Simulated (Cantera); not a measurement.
# Ignition delay

Mixture: 14.1 % CH₄, 0.466 % H₂, 17.8 % O₂, 67.0 % N₂, 0.650 % CO₂, equivalence ratio 1.6, at 9.87 atm, adiabatic and at constant volume. Ignition delay is the time to a rise of 400 K.

Computed with Cantera and GRI-Mech 3.0 (53 species, 325 reactions).

```
T0 (K)  delay (ms)
------  ----------
1298          1.29
1373         0.611
1448         0.296
1523         0.147
1598        0.0752
1673        0.0399
1748        0.0222
1823        0.0129
1898       0.00793
1973       0.00510
```

The apparent activation energy between 1823 and 1973 K is 190 kJ/mol.
